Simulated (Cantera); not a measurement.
A closed system holds: 1 mol SiCl4, 1.6 mol N2, held at 1125 K and 27.0 mbar.

Cantera equilibrium calculation (NASA polynomials, part measured and part estimated; ideal gas, pure solids and liquids). Candidate condensed phases: Si, Si3N4; 13 gas species. The tables' values for SiCl3 are old estimates; treat these amounts as uncertain. Rates play no part.

Base state: N2 0.615, SiCl4 0.385, SiCl3 3.03e-5, Cl 2.33e-5 (mole fractions); condensed: gas only.

Problem. What changes in the equilibrium state with this change: SiCl4 replaced by SiH4?

Solution. 
| species | before | after |
|---|---|---|
| H2 | 0 | 0.682 |
| N2 | 0.615 | 0.318 |
| SiCl4 | 0.385 | 0 |
| SiCl3 | 3.03e-5 | 0 |
| Cl | 2.33e-5 | 0 |
| Si3N4(s), mol | 0 | 0.333 |
N2 is the only nitrogen source here; it is nearly inert below about 1500 K, so the nitride shown seldom forms there in practice.

Problem. What changes in the equilibrium state with this change: 0.0012 mol NH3 added?

Solution. 
| species | before | after |
|---|---|---|
| N2 | 0.615 | 0.615 |
| SiCl4 | 0.385 | 0.383 |
| HCl | 0 | 0.00138 |
| SiCl3 | 3.03e-5 | 0.00127 |
| SiCl2 | 2.93e-8 | 5.22e-5 |
| Cl | 2.33e-5 | 5.52e-7 |
Further candidate phases: NH4Cl.

Problem. What changes in the equilibrium state with this change: 0.0015 mol NH3 added?

Solution. 
```tsv
species	before	after
N2	0.615	0.614
SiCl4	0.385	0.382
HCl	0	0.00172
SiCl3	3.03e-5	0.00156
SiCl2	2.93e-8	7.86e-5
Cl	2.33e-5	4.50e-7
```
Further candidate phases: NH4Cl.
